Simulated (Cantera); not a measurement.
What does this Cantera script print?

```python
import numpy as np
import cantera as ct

gas_names = """
    H HO2 H2 H2O H2O2 Li LiH LiO LiOH Li2 Li2O Li2O2 Li2O2H2 O OH O2 O3
""".split()
cond_names = """
    H2O(s) H2O(L) Li(cr) Li(L) LiH(s) LiH(L) LiOH(s) LiOH(L) Li2O(s) Li2O(L)
""".split()


def load(file, names, dense=False):
    # The tables refer to 1 bar. Condensed volumes are neglected.
    table = {s.name: s for s in ct.Species.list_from_file(file)}
    out = []
    for n in names:
        d = dict(table[n].input_data)
        d["thermo"] = dict(d["thermo"], **{"reference-pressure": 1e5})
        if dense:
            d["equation-of-state"] = {"model": "constant-volume", "density": "1e6 g/cm^3"}
        out.append(ct.Species.from_dict(d))
    return out


gas = ct.Solution(thermo="ideal-gas", species=load("nasa_gas.yaml", gas_names))
cond = {s.name: ct.Solution(thermo="fixed-stoichiometry", species=[s], name=s.name)
        for s in load("nasa_condensed.yaml", cond_names, dense=True)}
atoms = {
    'LiOH': {'Li': 1, 'O': 1, 'H': 1},
    'H2': {'H': 2},
}
top_T = {}  # K; cautious upper limits of use, not melting points


def equilibrate(T, P, feed):
    n = {}
    for name, mol in feed.items():
        for a, k in atoms[name].items():
            n[a] = n.get(a, 0.0) + k * mol
    gas.TPX = T, P, n
    mass = sum(n.values()) * gas.mean_molecular_weight
    gas.equilibrate("TP")
    valid = [c for c in cond.values() if c.min_temp <= T <= top_T.get(c.name, c.max_temp)]
    mix = ct.Mixture([(gas, mass / gas.mean_molecular_weight)] + [(c, 0.0) for c in valid])
    mix.T, mix.P = T, P
    mix.equilibrate("TP", solver="vcs", rtol=1e-11, max_steps=5000)
    return mix


results = []
feed = {'LiOH': 1, 'H2': 0.5}  # mol
T = 1873  # K
P = 133.322  # Pa
mix = equilibrate(T, P, feed)
results.append((T, P, feed, dict(zip(mix.species_names, mix.species_moles))))
x = sorted(zip(gas.X, gas.species_names), reverse=True)
print(f"T = {T:g} K  P = {P:g} Pa  gas = {mix.phase_moles(0):.4g} mol")
print("   x: " + "  ".join(f"{s} {v:.3e}" for v, s in x if v > 0.0001))
print("   condensed (mol): " + ("  ".join(f"{mix.phase(i).name} {mix.phase_moles(i):.4g}"
      for i in range(1, mix.n_phases) if mix.phase_moles(i) > 1e-12) or "none"))
```

Output:

```
T = 1873 K  P = 133.322 Pa  gas = 1.691 mol
   x: LiOH 3.684e-01  H2O 2.194e-01  Li 2.170e-01  H2 1.838e-01  H 7.577e-03  Li2O 2.965e-03  OH 7.021e-04  LiH 1.531e-04
   condensed (mol): none
```

These are equilibrium values from Cantera (NASA tables, ideal gas, pure condensed phases), not measurements of a reactor.
